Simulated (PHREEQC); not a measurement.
0.1 g of hydrous ferric oxide (600 m²/g; 0.2 weak and 0.005 strong sites per Fe, Dzombak-Morel constants, diffuse double layer) in 1 kg of water with 0.05 mol/kgw of an inert sodium salt and 4.5e-06 mol/kgw SrCl2 and 6.2e-05 mol/kgw H3BO3, at 25 °C; the pH is set by adding NaOH or the inert anion's acid. O2 is buffered at 0.21 atm. CO2 from the air is kept out. No solid was allowed to form.

Base run: PHREEQC, ion-association model, wateq4f.dat. Each further column changes one thing. The table gives Sr sorbed (%).

```json
[
 {"pH": "4", "base": "0.0", "no electrostatic term (-no_edl)": "0.0", "background salt from 0.05 to 0.005 mol/kgw": "0.0", "oxide from 0.1 to 0.5 g/kgw": "0.0"},
 {"pH": "5.33", "base": "0.0", "no electrostatic term (-no_edl)": "0.3", "background salt from 0.05 to 0.005 mol/kgw": "0.0", "oxide from 0.1 to 0.5 g/kgw": "0.0"},
 {"pH": "6", "base": "0.0", "no electrostatic term (-no_edl)": "1.3", "background salt from 0.05 to 0.005 mol/kgw": "0.0", "oxide from 0.1 to 0.5 g/kgw": "0.0"},
 {"pH": "7.33", "base": "1.0", "no electrostatic term (-no_edl)": "___", "background salt from 0.05 to 0.005 mol/kgw": "1.1", "oxide from 0.1 to 0.5 g/kgw": "___"},
 {"pH": "8.67", "base": "50.8", "no electrostatic term (-no_edl)": "13.9", "background salt from 0.05 to 0.005 mol/kgw": "___", "oxide from 0.1 to 0.5 g/kgw": "___"},
 {"pH": "10", "base": "98.2", "no electrostatic term (-no_edl)": "4.3", "background salt from 0.05 to 0.005 mol/kgw": "99.5", "oxide from 0.1 to 0.5 g/kgw": "___"},
 {"pH": "10.67", "base": "99.8", "no electrostatic term (-no_edl)": "3.7", "background salt from 0.05 to 0.005 mol/kgw": "100.0", "oxide from 0.1 to 0.5 g/kgw": "100.0"},
 {"pH": "12", "base": "100.0", "no electrostatic term (-no_edl)": "18.7", "background salt from 0.05 to 0.005 mol/kgw": "100.0", "oxide from 0.1 to 0.5 g/kgw": "100.0"}
]
```

Task: Complete the blanks.

Result: 
- 7.33, no electrostatic term (-no_edl): 11.4
- 7.33, oxide from 0.1 to 0.5 g/kgw: 4.6
- 8.67, background salt from 0.05 to 0.005 mol/kgw: 62.3
- 8.67, oxide from 0.1 to 0.5 g/kgw: 88.9
- 10, oxide from 0.1 to 0.5 g/kgw: 99.9
